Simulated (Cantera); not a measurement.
Charge: 1 mol CH₃SiH₃, 0.4 mol C₂H₂, 150 mol H₂, 0.087 mol C₂H₄, held at 443 Torr.

These are equilibrium values from Cantera (NASA tables, ideal gas, pure condensed phases), not measurements of a reactor. Candidate condensed phases: C, C₆H₆, C₇H₈, C₈H₁₈, Si, SiC; 87 gas species. The feed counts by its element totals alone. Gases not in the tables: Si₂H₆ and higher silanes. Equilibrium is a limit: real reactors are often held back by kinetics, nucleation or transport.

Q: Which condensed phases are stable at each of these points (T (K)): 1125, 1325, 1525, 1725, 1925, 2125, 2325, 2525?

A: 
| T (K) | condensed phases | Si condensed (%) |
|---|---|---|
| 1125 | SiC(s) | 100.0 |
| 1325 | C(graphite) + SiC(s) | 100.0 |
| 1525 | C(graphite) + SiC(s) | 100.0 |
| 1725 | C(graphite) + SiC(s) | 100.0 |
| 1925 | C(graphite) + SiC(s) | 99.9 |
| 2125 | C(graphite) + SiC(s) | 99.1 |
| 2325 | SiC(s) | 89.8 |
| 2525 | SiC(s) | 1.1 |

At 1125 K the condensed part is SiC(s). From 1325 K to 2125 K the condensed part is C(graphite) + SiC(s). From 2325 K to 2525 K the condensed part is SiC(s).
